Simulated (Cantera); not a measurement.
**Low-pressure radical oxidation in H2/O2**

An isothermal, constant-pressure homogeneous reactor starts with H2 : O2 : N2 = 0.072 : 1 : 1.6 (molar parts), equivalence ratio 0.036, at 973 K and 0.0158 atm.

Cantera simulation using the H2/O2 subset of GRI-Mech 3.0, which has no nitrogen chemistry; the numbers are that mechanism's predictions, not measurements. Radical loss at walls, strong at low pressure, is not modelled.

```tsv
t (s)	x H2	x O2	x OH	x H2O2	x HO2
0.000200	0.0269	0.374	2.01e-12	<1e-12	1.11e-11
0.000447	0.0269	0.374	7.16e-12	<1e-12	2.49e-11
0.00100	0.0269	0.374	2.78e-11	<1e-12	5.68e-11
0.00224	0.0269	0.374	2.13e-10	<1e-12	1.41e-10
0.00500	0.0269	0.374	1.24e-8	<1e-12	1.44e-9
0.0112	0.0264	0.374	9.35e-5	3.29e-9	2.80e-6
0.0250	0.000881	0.361	0.000795	6.86e-8	3.58e-6
0.0560	0.000221	0.364	0.000365	5.57e-8	2.75e-6
0.125	4.78e-5	0.365	0.000153	4.75e-8	1.59e-6
0.280	9.13e-6	0.366	6.51e-5	3.59e-8	6.88e-7
0.626	1.73e-6	0.366	2.94e-5	2.21e-8	2.38e-7
1.40	3.53e-7	0.366	1.43e-5	1.16e-8	7.47e-8
3.13	8.33e-8	0.366	7.51e-6	5.56e-9	2.39e-8
7.00	2.34e-8	0.366	4.23e-6	2.57e-9	8.27e-9
```
x: mole fraction; the columns are a selection and need not sum to one.

Equilibrium at this temperature and pressure: H2 1.37e-11, O2 0.366, OH 1.13e-7, H2O2 4.13e-12, HO2 1.68e-10 (gas phase only).
